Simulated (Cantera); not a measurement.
What does this Cantera script print?

```python
import numpy as np
import cantera as ct

gas_names = [...]  # 127 gases of nasa_gas.yaml made of C, Fe, H, O, S
cond_names = """
    C(gr) C6H6(L) C7H8(L) C8H18(L),n-octa Fe(a) Fe(c) Fe(d) Fe(L) FeC5O5(L) FeO(s) FeO(L) Fe(OH)2(s)
    Fe(OH)3(s) FeS(a) FeS(b) FeS(c) FeS(L) FeSO4(s) FeS2(s) Fe2O3(s) Fe2S3O12(s) Fe3O4(s) H2O(s) H2O(L)
    H2SO4(L) S(cr1) S(cr2) S(L)
""".split()


# ... load() reads the species with a 1 bar reference pressure and builds the phases ...
atoms = {
    'Fe': {'Fe': 1},
    'H2S': {'H': 2, 'S': 1},
    'CO': {'C': 1, 'O': 1},
}
top_T = {'C(gr)': 4500, 'FeSO4(s)': 950, 'FeS2(s)': 1010, 'Fe2O3(s)': 1830, 'Fe2S3O12(s)': 1100, 'Fe3O4(s)': 1870}  # K; cautious upper limits of use, not melting points


# ... equilibrate(T, P, feed) seeds the gas with the atoms and calls Mixture.equilibrate('TP', solver="vcs", rtol=1e-11, max_steps=5000) ...
results = []
feed = {'Fe': 1, 'H2S': 0.057, 'CO': 69}  # mol
P = 10000  # Pa
for T in [1150, 1200, 1250, 1300, 1350, 1400, 1450, 1500, 1550, 1600, 1650, 1700, 1750, 1800]:
    mix = equilibrate(T, P, feed)
    results.append((T, P, feed, dict(zip(mix.species_names, mix.species_moles))))
    x = sorted(zip(gas.X, gas.species_names), reverse=True)
    print(f"T = {T:g} K  P = {P:g} Pa  gas = {mix.phase_moles(0):.4g} mol")
    print("   x: " + "  ".join(f"{s} {v:.3e}" for v, s in x if v > 1e-05))
    print("   condensed (mol): " + ("  ".join(f"{mix.phase(i).name} {mix.phase_moles(i):.4g}"
          for i in range(1, mix.n_phases) if mix.phase_moles(i) > 1e-12) or "none"))
```

It prints:

```
T = 1150 K  P = 10000 Pa  gas = 68.79 mol
   x: CO 9.952e-01  CO2 3.907e-03  H2 8.222e-04  COS 9.936e-05
   condensed (mol): C(gr) 0.269  Fe(a) 0.9501  FeS(c) 0.04989
T = 1200 K  P = 10000 Pa  gas = 68.93 mol
   x: CO 9.972e-01  CO2 1.879e-03  H2 8.213e-04  COS 1.342e-04
   condensed (mol): C(gr) 0.1295  Fe(c) 0.9529  FeS(c) 0.04714
T = 1250 K  P = 10000 Pa  gas = 68.99 mol
   x: CO 9.980e-01  CO2 9.586e-04  H2 8.203e-04  COS 1.771e-04
   condensed (mol): C(gr) 0.06567  Fe(c) 0.9568  FeS(c) 0.04319
T = 1300 K  P = 10000 Pa  gas = 69.02 mol
   x: CO 9.984e-01  H2 8.190e-04  CO2 5.155e-04  COS 2.284e-04  CS2 2.405e-05
   condensed (mol): C(gr) 0.03393  Fe(c) 0.9631  FeS(c) 0.03687
T = 1350 K  P = 10000 Pa  gas = 69.04 mol
   x: CO 9.985e-01  H2 8.173e-04  CO2 2.907e-04  COS 2.887e-04  CS2 6.806e-05  S2 1.197e-05
   condensed (mol): C(gr) 0.01523  Fe(c) 0.9747  FeS(c) 0.02527
T = 1400 K  P = 10000 Pa  gas = 69.06 mol
   x: CO 9.984e-01  H2 8.150e-04  COS 3.582e-04  CO2 1.784e-04  CS2 1.706e-04  S2 3.231e-05
   condensed (mol): Fe(c) 0.9971  FeS(c) 0.00293
T = 1450 K  P = 10000 Pa  gas = 69.06 mol
   x: CO 9.984e-01  H2 8.144e-04  COS 3.570e-04  CO2 1.797e-04  CS2 1.681e-04  S2 5.405e-05  CS 1.189e-05
   condensed (mol): Fe(c) 1
T = 1500 K  P = 10000 Pa  gas = 69.06 mol
   x: CO 9.984e-01  H2 8.140e-04  COS 3.335e-04  CO2 1.708e-04  CS2 1.542e-04  S2 7.658e-05  CS 1.695e-05
   condensed (mol): Fe(c) 0.9999
T = 1550 K  P = 10000 Pa  gas = 69.06 mol
   x: CO 9.984e-01  H2 8.132e-04  COS 3.067e-04  CO2 1.611e-04  CS2 1.381e-04  S2 1.018e-04  CS 2.341e-05
   condensed (mol): Fe(c) 0.9997
T = 1600 K  P = 10000 Pa  gas = 69.07 mol
   x: CO 9.984e-01  H2 8.120e-04  COS 2.783e-04  CO2 1.516e-04  S2 1.278e-04  CS2 1.207e-04  CS 3.129e-05  Fe 1.096e-05
   condensed (mol): Fe(c) 0.9992
T = 1650 K  P = 10000 Pa  gas = 69.07 mol
   x: CO 9.984e-01  H2 8.099e-04  COS 2.497e-04  S2 1.529e-04  CO2 1.430e-04  CS2 1.030e-04  CS 4.045e-05  Fe 2.701e-05
   condensed (mol): Fe(c) 0.9981
T = 1700 K  P = 10000 Pa  gas = 69.08 mol
   x: CO 9.984e-01  H2 8.068e-04  COS 2.220e-04  S2 1.752e-04  CO2 1.358e-04  CS2 8.567e-05  Fe 6.293e-05  CS 5.056e-05  H 1.324e-05  S 1.323e-05  SH 1.226e-05
   condensed (mol): Fe(d) 0.9957
T = 1750 K  P = 10000 Pa  gas = 69.08 mol
   x: CO 9.983e-01  H2 8.023e-04  COS 1.961e-04  S2 1.938e-04  Fe 1.393e-04  CO2 1.303e-04  CS2 6.961e-05  CS 6.110e-05  S 2.158e-05  H 2.083e-05  SH 1.493e-05
   condensed (mol): Fe(d) 0.9904
T = 1800 K  P = 10000 Pa  gas = 69.1 mol
   x: CO 9.982e-01  H2 7.958e-04  Fe 2.947e-04  S2 2.075e-04  COS 1.722e-04  CO2 1.263e-04  CS 7.153e-05  CS2 5.530e-05  S 3.383e-05  H 3.194e-05  SH 1.773e-05
   condensed (mol): Fe(d) 0.9796
```

Method: chemical equilibrium by Gibbs-energy minimisation in Cantera with the NASA 1993 tables (ideal gas, pure condensed phases). Metal and sulfide melt together well below either melting point, which pure phases cannot show. Mutual solubility and eutectic melting of coexisting phases are not modelled. FeS: taken at fixed stoichiometry. Condensed phases not in the tables: cementite and carbon dissolved in iron. Gases not in the tables: S3 to S7.
